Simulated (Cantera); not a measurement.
Feed: 1 mol SiO₂, 0.7 mol CO, 0.43 mol H₂, 0.58 mol C, held at 110 Pa.

Method: chemical equilibrium by Gibbs-energy minimisation in Cantera with the NASA 1993 tables (ideal gas, pure condensed phases). Candidate condensed phases: C, C₆H₆, C₇H₈, C₈H₁₈, H₂O, Si, SiC, SiO₂; 123 gas species. Rates play no part. All values below are at 752 °C.

Base state: CO 0.619, H₂ 0.381, CO₂ 0.000145, H₂O 6.88e-5, CH₄ 1.17e-5 (mole fractions); condensed: C(graphite) + SiO₂(β-quartz).

**Question.** What changes in the equilibrium state with this change: SiO₂ replaced by Ta₂O₅?

**Answer.** 
```
species                before     after
-------------------  --------  --------
CO                      0.619     0.721
H₂                      0.381     0.278
CO₂                  0.000145  0.000209
CH₄                   1.17e-5   5.90e-6
H₂O                   6.88e-5   6.22e-5
C(graphite), mol        0.580         0
SiO₂(β-quartz), mol      1.00         0
TaC(s), mol                 0     0.166
Ta₂O₅(s), mol               0     0.917
```
Mutual solubility and eutectic melting of coexisting phases are not modelled. TaC: taken at fixed stoichiometry. Condensed phases not in the tables: Ta₂C. Further candidate phases: Ta, TaC, Ta₂O₅.
